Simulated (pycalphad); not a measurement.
Source of the numbers: pycalphad with the COST 507 light-alloy database (1999); pressure 1 atm. The data set is of 1999 and partly superseded. The system is extrapolated from its subsystems; higher-order compounds may be missing. Phase fractions are per mole of atoms.

Question: Give the equilibrium state of Al-11.06Ti-0.09757C (wt.%) at 1170 K.

Answer: LIQUID, fraction 0.766, with 1.3 Ti, <0.01 C wt.%; AL3M_D022, fraction 0.229, with 37.2 Ti, no C wt.%; FCC_A1, fraction 0.005, with 82.5 Ti, 17.5 C wt.%.

Question: Give the equilibrium state of Al-11.06Ti-0.09757C (wt.%) at 1810 K.

Answer: LIQUID, fraction 0.995, with 10.6 Ti, <0.01 C wt.%; FCC_A1, fraction 0.005, with 83.6 Ti, 16.4 C wt.%.

Database names, with the compositions (at.%) that they take in these runs: AL3M_D022: Al 75 Ti 25. FCC_A1 is fcc. An entry "none" or "no" means that the model of the phase leaves that element out. The fcc model also describes the rock-salt carbide or nitride (TiC, TiN, HfC).
